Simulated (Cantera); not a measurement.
An adiabatic, constant-volume homogeneous reactor starts with 2.58 % CH₄, 14.3 % O₂, 83.1 % N₂, equivalence ratio 0.36, at 1525 K and 9.30 bar.

Cantera simulation using GRI-Mech 3.0 (53 species, 325 reactions); the numbers are that mechanism's predictions, not measurements.

Task: Predict: time of steepest temperature rise; temperature at 1.00 s; equilibrium temperature; x(O₂) at 1.00 s; x(H₂) at 1.00 s; x(HO₂) at 1.00 s.

Result: 
| Property | Result |
|---|---|
| time of steepest temperature rise | 0.155 ms |
| temperature at 1.00 s | 2205 K |
| equilibrium temperature | 2205 K |
| x(O₂) at 1.00 s | 0.0872 (gas-phase equilibrium 0.0872) |
| x(H₂) at 1.00 s | 5.54e-5 (gas-phase equilibrium 5.54e-5) |
| x(HO₂) at 1.00 s | 4.23e-6 (gas-phase equilibrium 4.23e-6) |
